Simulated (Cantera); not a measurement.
Cantera run, input and output.

```python
import numpy as np
import cantera as ct

gas = ct.Solution("h2o2.yaml")
gas.TPX = 1300, 210, {'H2': 0.36, 'O2': 1, 'N2': 0.32}
reactor = ct.IdealGasConstPressureReactor(gas, energy="off", clone=False)
net = ct.ReactorNet([reactor])
net.rtol, net.atol = 1e-08, 1e-18
show = ['H2', 'O2', 'O', 'H', 'OH']
times = np.geomspace(3e-06, 30, 9)

steps = ct.SolutionArray(gas, extra=["t"])
rows = []
print(f"{'t/s':>10s}{'T/K':>9s}{'P/Pa':>11s}" + "".join(f"{s:>11s}" for s in show))
for t in times:
    while net.time < t:
        t_next = net.step()
        steps.append(gas.state, t=t_next)
    rows.append([np.interp(t, steps.t, y) for y in (steps.T, steps.P, *steps(*show).X.T)])
    print(f"{t:10.3e}{rows[-1][0]:9.1f}{rows[-1][1]:11.4g}" + "".join(f"{x:11.3e}" for x in rows[-1][2:]))
rate = np.gradient(steps.T, steps.t)
print("integrator steps:", len(steps.t))
if steps.T.max() > steps.T[0] + 200:
    print(f"time of steepest temperature rise: {steps.t[rate.argmax()]:.4e} s")
gas.TPX = 1300, 210, {'H2': 0.36, 'O2': 1, 'N2': 0.32}
gas.equilibrate("TP")
print(f"equilibrium (TP): T = {gas.T:.1f} K  " + "  ".join(f"{s} {gas[s].X[0]:.3e}" for s in show))
```

It prints:

```
       t/s      T/K       P/Pa         H2         O2          O          H         OH
 3.000e-06   1300.0        210  2.143e-01  5.952e-01  1.617e-12  3.153e-10  1.609e-12
 2.250e-05   1300.0        210  2.143e-01  5.952e-01  8.688e-11  2.297e-09  8.397e-11
 1.687e-04   1300.0        210  2.143e-01  5.952e-01  3.869e-09  1.633e-08  3.181e-09
 1.265e-03   1300.0        210  2.143e-01  5.952e-01  3.714e-07  7.173e-07  2.548e-07
 9.487e-03   1300.0        210  1.290e-02  4.732e-01  7.606e-02  7.847e-02  1.295e-02
 7.114e-02   1300.0        210  1.199e-02  4.780e-01  7.141e-02  7.069e-02  1.260e-02
 5.335e-01   1300.0        210  7.753e-03  5.084e-01  4.009e-02  3.094e-02  1.044e-02
 4.001e+00   1300.0        210  4.137e-04  5.443e-01  1.924e-03  3.310e-04  2.493e-03
 3.000e+01   1300.0        210  9.999e-06  5.465e-01  4.637e-05  1.239e-06  3.887e-04
integrator steps: 1622
equilibrium (TP): T = 1300.0 K  H2 6.187e-07  O2 5.466e-01  O 2.873e-06  H 1.912e-08  OH 9.679e-05
```

Cantera simulation using the H2/O2 subset of GRI-Mech 3.0, which has no nitrogen chemistry; the numbers are that mechanism's predictions, not measurements. Radical loss at walls, strong at low pressure, is not modelled. The temperature is held fixed by assumption; the heat of reaction is taken as removed at once.
